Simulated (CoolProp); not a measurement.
Cyclopropane at 305.24 K and 0.333 MPa is compressed adiabatically to 2.27 MPa with isentropic efficiency 0.6. Each further row changes one setting.

Model: reference Helmholtz-energy equation of state, Polt 1992, in CoolProp. This equation is an older, rougher fit.

```json
[
 {"case": "as stated", "work (kJ/kg)": "201", "final temperature (K)": "[?]", "final density (kg/m³)": "[?]"},
 {"case": "efficiency 1", "work (kJ/kg)": "[?]", "final temperature (K)": "[?]", "final density (kg/m³)": "[?]"},
 {"case": "efficiency 0.65", "work (kJ/kg)": "[?]", "final temperature (K)": "[?]", "final density (kg/m³)": "[?]"}
]
```

Problem. What belongs in the gaps?

Solution. 
- as stated, final temperature (K): 436.3
- as stated, final density (kg/m³): 29.7
- efficiency 1, work (kJ/kg): 121
- efficiency 1, final temperature (K): 399.1
- efficiency 1, final density (kg/m³): 34.0
- efficiency 0.65, work (kJ/kg): 186
- efficiency 0.65, final temperature (K): 429.2
- efficiency 0.65, final density (kg/m³): 30.4
